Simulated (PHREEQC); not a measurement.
Solution A (0.065 mol/kgw CsOH and 0.0025 mol/kgw H3BO3) is mixed with solution B (0.012 mol NaHCO3 and 0.0047 mol Na2B4O7 per kg of water) at 25 °C; shares are by mass of water, 1 kg in all. O2 is buffered at 0.21 atm. The system is closed to CO2. Only these solids could form: Nahcolite, Natron.

All values are PHREEQC results (ion-association model, wateq4f.dat), not measurements.

```csv
share of solution B,pH,HCO3- (mol/kgw),H2BO3- (mol/kgw),CO3-2 (mol/kgw),H3BO3 (mol/kgw),NaCO3- (mol/kgw)
0,12.70,0,0.00250,0,6.73e-7,0
0.1,12.64,3.16e-6,0.00413,0.00118,1.29e-6,2.05e-5
0.2,12.56,7.41e-6,0.00576,0.00231,2.13e-6,8.11e-5
0.3,12.48,1.35e-5,0.00739,0.00341,3.34e-6,0.000180
0.4,12.37,2.29e-5,0.00901,0.00446,5.27e-6,0.000318
0.5,12.22,3.98e-5,0.0106,0.00547,8.76e-6,0.000492
0.6,12.00,7.94e-5,0.0123,0.00642,1.70e-5,0.000701
0.7,11.53,0.000269,0.0138,0.00720,5.76e-5,0.000931
0.8,10.26,0.00368,0.0144,0.00510,0.00114,0.000799
0.9,9.57,0.00811,0.0123,0.00220,0.00487,0.000419
1,9.07,0.0108,0.00831,0.000896,0.0105,0.000202
```
